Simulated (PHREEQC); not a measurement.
## Metal-bearing waste water: an equilibrium model

Make-up at 40 °C and 10 atm: 6 mmol/kgw Al2(SO4)3 and 18 mmol/kgw CaCl2. Closed to the air; pH follows from the charge balance.

Equilibrium calculation in PHREEQC: ion-association model, phreeqc.dat.

This is a speciation only: nothing precipitates in the calculation.

Task: What pH, ionic strength does the model give?

Result: pH 3.77; ionic strength 0.0811 mol/kgw.

Task: In which forms is Ca present?

Result: Ca+2 84 %, CaSO4 16 % of the Ca.

The solution is supersaturated, for example in Gibbsite (slow to form), so a real one may precipitate; this is no full list. Complexes and solids missing from the database can't appear. Away from 25 °C the constants follow the database's enthalpies or fits; those with neither stay at their 25 °C values.
